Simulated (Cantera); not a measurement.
A closed system holds: 1 mol CuO, 34 mol H2, 1.3 mol N2, at 1900 K.

Method: chemical equilibrium by Gibbs-energy minimisation in Cantera with the NASA 1993 tables (ideal gas, pure condensed phases). Candidate condensed phases: Cu, CuO, Cu(OH)2, Cu2O, H2O; 27 gas species. Equilibrium is a limit: real reactors are often held back by kinetics, nucleation or transport.

**Question.** What share of the Cu ends up in condensed phases as a function of P (Pa), at 10, 52, 270, 1400, 7200, 37000, 190000, 1000000?

**Answer.** 
```csv
P (Pa),Cu condensed (%),as
10,0.0,-
52,0.0,-
270,0.0,-
1400,0.0,-
7200,18.4,Cu(l)
37000,84.4,Cu(l)
190000,97.0,Cu(l)
1000000,99.4,Cu(l)
```
